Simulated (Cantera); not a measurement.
An adiabatic, constant-volume homogeneous reactor starts with 34.3 % H2, 12.2 % O2, 45.9 % N2, 7.54 % H2O, equivalence ratio 1.4, at 1200 K and 380000 Pa.

Computed with Cantera and the H2/O2 subset of GRI-Mech 3.0, which has no nitrogen chemistry. The hydrogen kinetics of GRI-Mech 3.0 are dated; newer H2 mechanisms differ, most at raised pressure.

Problem. Predict: time of steepest temperature rise; temperature at 0.300 s; equilibrium temperature; x(H2) at 0.300 s; x(O2) at 0.300 s; x(H2O) at 0.300 s; x(H) at 0.300 s; x(O) at 0.300 s; x(H2O2) at 0.300 s; x(OH) at 0.300 s.

Solution. 
```json
{
  "time_of_steepest_temperature_rise": "38.7 µs",
  "temperature at 0.300 s": "2964 K",
  "equilibrium_temperature": "2964 K",
  "x(H2) at 0.300 s": "0.114 (gas-phase equilibrium 0.114)",
  "x(O2) at 0.300 s": "0.00166 (gas-phase equilibrium 0.00166)",
  "x(H2O) at 0.300 s": "0.337 (gas-phase equilibrium 0.337)",
  "x(H) at 0.300 s": "0.0165 (gas-phase equilibrium 0.0165)",
  "x(O) at 0.300 s": "0.00141 (gas-phase equilibrium 0.00141)",
  "x(H2O2) at 0.300 s": "6.52e-7 (gas-phase equilibrium 6.52e-7)",
  "x(OH) at 0.300 s": "0.0158 (gas-phase equilibrium 0.0158)"
}
```
